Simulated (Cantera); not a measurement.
What does this Cantera script print?

```python
import numpy as np
import cantera as ct

gas_names = """
    H H2 Hg
""".split()
cond_names = """
    Hg(cr) Hg(L)
""".split()


# ... load() reads the species with a 1 bar reference pressure and builds the phases ...
atoms = {
    'Hg': {'Hg': 1},
    'H2': {'H': 2},
}
top_T = {}  # K; cautious upper limits of use, not melting points


# ... equilibrate(T, P, feed) seeds the gas with the atoms and calls Mixture.equilibrate('TP', solver="vcs", rtol=1e-11, max_steps=5000) ...
results = []
feed = {'Hg': 1, 'H2': 70}  # mol
T = 1398.15  # K
P = 4900  # Pa
mix = equilibrate(T, P, feed)
results.append((T, P, feed, dict(zip(mix.species_names, mix.species_moles))))
x = sorted(zip(gas.X, gas.species_names), reverse=True)
print(f"T = {T:g} K  P = {P:g} Pa  gas = {mix.phase_moles(0):.4g} mol")
print("   x: " + "  ".join(f"{s} {v:.3e}" for v, s in x if v > 0.0001))
print("   condensed (mol): " + ("  ".join(f"{mix.phase(i).name} {mix.phase_moles(i):.4g}"
      for i in range(1, mix.n_phases) if mix.phase_moles(i) > 1e-12) or "none"))
```

Result:

```
T = 1398.15 K  P = 4900 Pa  gas = 71 mol
   x: H2 9.859e-01  Hg 1.408e-02
   condensed (mol): none
```

Method: chemical equilibrium by Gibbs-energy minimisation in Cantera with the NASA 1993 tables (ideal gas, pure condensed phases).
